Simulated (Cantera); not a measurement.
What does this Cantera script print?

```python
import numpy as np
import cantera as ct

gas_names = """
    H HNO HNO2 HNO3 HO2 H2 H2O H2O2 H2S H2SO4 N NH NH2 NH3 NH2OH NO NO2 NO3 N2 N2H2 N2H4 N2O O OH O2 O3
    S SH SN SO SO2 SO3 S2 S2O S8
""".split()
cond_names = """
    H2O(s) H2O(L) H2SO4(L) S(cr1) S(cr2) S(L)
""".split()


# ... load() reads the species with a 1 bar reference pressure and builds the phases ...
atoms = {
    'SO2': {'S': 1, 'O': 2},
    'H2O': {'H': 2, 'O': 1},
    'N2': {'N': 2},
}
top_T = {}  # K; cautious upper limits of use, not melting points


# ... equilibrate(T, P, feed) seeds the gas with the atoms and calls Mixture.equilibrate('TP', solver="vcs", rtol=1e-11, max_steps=5000) ...
results = []
feed = {'SO2': 1, 'H2O': 7.7, 'N2': 0.51}  # mol
T = 2175  # K
P = 1333.22  # Pa
mix = equilibrate(T, P, feed)
results.append((T, P, feed, dict(zip(mix.species_names, mix.species_moles))))
print(gas.report(threshold=0.0001))
for i in range(1, mix.n_phases):
    print(f"{mix.phase(i).name:16s} {mix.phase_moles(i):12.5e} mol")
```

Output:

```
       temperature   2175 K
          pressure   1333.2 Pa
           density   0.0016723 kg/m^3
  mean mol. weight   22.684 kg/kmol
   phase of matter   gas

                          1 kg             1 kmol
                     ---------------   ---------------
          enthalpy       -5.5476e+06       -1.2584e+08  J
   internal energy       -6.3449e+06       -1.4393e+08  J
           entropy             13919        3.1575e+05  J/K
    Gibbs function       -3.5822e+07       -8.1259e+08  J
 heat capacity c_p            2234.1             50678  J/K
 heat capacity c_v            1867.5             42363  J/K

                      mass frac. Y      mole frac. X     chem. pot. / RT
                     ---------------   ---------------   ---------------
                 H        0.00039735          0.008942           -13.588
                H2         0.0039756          0.044733           -27.176
               H2O           0.59203           0.74547           -45.829
                NO         0.0012525        0.00094686           -35.896
                N2          0.065236          0.052824           -34.485
                 O         0.0019775         0.0028038           -18.654
                OH          0.015006          0.020014           -32.242
                O2          0.027874           0.01976           -37.308
                SO         0.0083727          0.003952           -40.845
               SO2           0.28377           0.10049           -59.499
     [  +25 minor]        0.00010902        6.7434e-05

S(L)              0.00000e+00 mol
```

Cantera equilibrium calculation (NASA polynomials, part measured and part estimated; ideal gas, pure solids and liquids).
